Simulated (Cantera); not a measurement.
Charge: 1 mol Cu, 0.011 mol CO2, 0.56 mol CO, equilibrated at 500 °C and 57.0 Pa.

Method: chemical equilibrium by Gibbs-energy minimisation in Cantera with the NASA 1993 tables (ideal gas, pure condensed phases). Candidate condensed phases: C, Cu, CuO, Cu2O; 15 gas species. Equilibrium is a limit: real reactors are often held back by kinetics, nucleation or transport.

Base state: CO 0.890, CO2 0.110 (mole fractions); condensed: C(graphite) + Cu(s).

Q: What changes in the equilibrium state with this change: 0.017 mol NH3 added?

A: 
```tsv
species	before	after
CO	0.890	0.841
CO2	0.110	0.0984
H2	0	0.0445
N2	0	0.0152
H2O	0	0.00102
C(graphite), mol	0.0468	0.0447
Cu(s), mol	1.00	1.00
```
Further candidate phases: C6H6, C7H8, C8H18, Cu(OH)2, H2O.
